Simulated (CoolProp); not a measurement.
The numbers come from the reference Helmholtz-energy equation of state, Penoncello 2003 in CoolProp.

Task: Give the vapour pressure (bar), enthalpy of vaporisation (kJ/kg), vapour viscosity (µPa s) of saturated CHF3 (R23) at 6.75 °C.

Result: 
| T (°C) | p (bar) | enthalpy of vaporisation (kJ/kg) | vapour viscosity (µPa s) |
|---|---|---|---|
| 6.75 | 29.8 | 122 | 15.9 |

Viscosity comes from a separate model (Shan 2000).
